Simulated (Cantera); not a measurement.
Input (Python, Cantera) and output of one run.

```python
import numpy as np
import cantera as ct

gas_names = """
    CL CL2 H HCL H2 Si SiCL SiCL2 SiCL3 SiCL4 SiH SiHCL3 SiH2 SiH2CL2 SiH3 SiH3CL SiH4 Si2 Si3
""".split()
cond_names = """
    Si(cr) Si(L)
""".split()


def load(file, names, dense=False):
    # The tables refer to 1 bar. Condensed volumes are neglected.
    table = {s.name: s for s in ct.Species.list_from_file(file)}
    out = []
    for n in names:
        d = dict(table[n].input_data)
        d["thermo"] = dict(d["thermo"], **{"reference-pressure": 1e5})
        if dense:
            d["equation-of-state"] = {"model": "constant-volume", "density": "1e6 g/cm^3"}
        out.append(ct.Species.from_dict(d))
    return out


gas = ct.Solution(thermo="ideal-gas", species=load("nasa_gas.yaml", gas_names))
cond = {s.name: ct.Solution(thermo="fixed-stoichiometry", species=[s], name=s.name)
        for s in load("nasa_condensed.yaml", cond_names, dense=True)}
atoms = {
    'Si2Cl6': {'Si': 2, 'CL': 6},
    'HCl': {'H': 1, 'CL': 1},
    'H2': {'H': 2},
}
top_T = {}  # K; cautious upper limits of use, not melting points


def equilibrate(T, P, feed):
    n = {}
    for name, mol in feed.items():
        for a, k in atoms[name].items():
            n[a] = n.get(a, 0.0) + k * mol
    gas.TPX = T, P, n
    mass = sum(n.values()) * gas.mean_molecular_weight
    gas.equilibrate("TP")
    valid = [c for c in cond.values() if c.min_temp <= T <= top_T.get(c.name, c.max_temp)]
    mix = ct.Mixture([(gas, mass / gas.mean_molecular_weight)] + [(c, 0.0) for c in valid])
    mix.T, mix.P = T, P
    mix.equilibrate("TP", solver="vcs", rtol=1e-11, max_steps=5000)
    return mix


results = []
T = 998  # K
P = 101325  # Pa
for m in [8.6, 11, 14, 18, 24, 31, 39, 51, 65, 84, 110]:
    feed = {'Si2Cl6': 1, 'HCl': 0.1, 'H2': m}  # mol
    mix = equilibrate(T, P, feed)
    results.append((T, P, feed, dict(zip(mix.species_names, mix.species_moles))))

top = {s: max(r[3][s] / sum(r[3][g] for g in gas_names) for r in results) for s in gas_names}
cols = sorted((s for s in top if top[s] > 1e-05), key=lambda s: -top[s])[:9]
seen = [c for c in cond_names if any(r[3].get(c, 0) > 1e-12 for r in results)]
print("log10 of partial pressures in bar; condensed amounts in mol")
print(f"{'n(H2)':>10s}" + "".join(f"{s[:9]:>10s}" for s in cols + seen))
for T, P, feed, n in results:
    ng = sum(n[g] for g in gas_names)
    print(f"{feed['H2']:10.4g}" + "".join(f"{np.log10(max(n[s] / ng * P / 1e5, 1e-99)):10.3f}" for s in cols)
          + "".join(f"{n.get(c, 0):10.4g}" for c in seen))
```

Result:

```
log10 of partial pressures in bar; condensed amounts in mol
     n(H2)        H2     SiCL4    SiHCL3       HCL   SiH2CL2     SiCL3     SiCL2    SiH3CL    Si(cr)
       8.6    -0.078    -0.972    -1.253    -1.957    -2.501    -2.984    -3.607    -4.343     0.344
        11    -0.062    -1.078    -1.323    -1.975    -2.537    -3.063    -3.660    -4.345    0.3395
        14    -0.049    -1.184    -1.397    -1.995    -2.578    -3.143    -3.713    -4.352    0.3358
        18    -0.038    -1.298    -1.477    -2.018    -2.624    -3.229    -3.770    -4.364    0.3331
        24    -0.028    -1.432    -1.573    -2.047    -2.681    -3.329    -3.837    -4.383    0.3317
        31    -0.021    -1.555    -1.661    -2.074    -2.735    -3.421    -3.898    -4.403    0.3324
        39    -0.016    -1.667    -1.743    -2.099    -2.787    -3.505    -3.954    -4.424    0.3348
        51    -0.012    -1.800    -1.841    -2.131    -2.849    -3.606    -4.021    -4.450    0.3402
        65    -0.008    -1.924    -1.931    -2.160    -2.907    -3.698    -4.083    -4.476    0.3482
        84    -0.006    -2.057    -2.030    -2.192    -2.971    -3.798    -4.149    -4.505    0.3603
       110    -0.003    -2.200    -2.136    -2.226    -3.040    -3.905    -4.221    -4.538     0.378
```

Cantera equilibrium calculation (NASA polynomials, part measured and part estimated; ideal gas, pure solids and liquids). The feed counts by its element totals alone. The tables' values for SiCl3 are old estimates; treat these amounts as uncertain.
